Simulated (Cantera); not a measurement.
A perfectly stirred reactor is fed with H2 : O2 = 0.17 : 1 (molar parts), at 1.35 Torr; it is held at 1348 K, and followed from long to short residence time.

Cantera simulation using the H2/O2 subset of GRI-Mech 3.0, which has no nitrogen chemistry; the numbers are that mechanism's predictions, not measurements. Radical loss at walls, strong at low pressure, is not modelled. The temperature is held fixed by assumption; the heat of reaction is taken as removed at once.

**Question.** Predict: x(H2) at τ = 27.0 s; x(O2) at τ = 27.0 s; x(HO2) at τ = 27.0 s; x(H) at τ = 27.0 s; x(H2O) at τ = 27.0 s; x(H2) at τ = 0.240 s; x(O2) at τ = 0.240 s; x(HO2) at τ = 0.240 s; x(H) at τ = 0.240 s; x(H2O) at τ = 0.240 s.

**Answer.** 
- x(H2) at τ = 27.0 s = 0.000699
- x(O2) at τ = 27.0 s = 0.834
- x(HO2) at τ = 27.0 s = 4.16e-7
- x(H) at τ = 27.0 s = 0.00125
- x(H2O) at τ = 27.0 s = 0.152
- x(H2) at τ = 0.240 s = 0.00544
- x(O2) at τ = 0.240 s = 0.767
- x(HO2) at τ = 0.240 s = 6.86e-7
- x(H) at τ = 0.240 s = 0.0302
- x(H2O) at τ = 0.240 s = 0.121
